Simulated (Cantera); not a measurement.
A closed system holds: 1 mol SiH₄, 0.12 mol NH₃, held at 1173 K and 940 Pa.

Cantera equilibrium calculation (NASA polynomials, part measured and part estimated; ideal gas, pure solids and liquids). Candidate condensed phases: Si, Si₃N₄; 18 gas species. Mutual solubility and eutectic melting of coexisting phases are not modelled. Equilibrium is a limit: real reactors are often held back by kinetics, nucleation or transport.

Base state: H₂ 1.000 (mole fractions); condensed: Si(s) + Si₃N₄(s).

Q: What changes in the equilibrium state with this change: 0.26 mol HCl added?

A: 
```json
[
 {"species": "H₂", "before": "1.000", "after": "0.923"},
 {"species": "HCl", "before": "0", "after": "0.0600"},
 {"species": "SiCl₂", "before": "0", "after": "0.00889"},
 {"species": "SiCl₄", "before": "0", "after": "0.00459"},
 {"species": "SiCl₃", "before": "0", "after": "0.00203"},
 {"species": "SiHCl₃", "before": "0", "after": "0.00164"},
 {"species": "SiH₂Cl₂", "before": "0", "after": "7.53e-5"},
 {"species": "Si(s), mol", "before": "0.910", "after": "0.868"},
 {"species": "Si₃N₄(s), mol", "before": "0.0300", "after": "0.0300"}
]
```
The tables' values for SiCl₃ are old estimates; treat these amounts as uncertain. Further candidate phases: NH₄Cl.
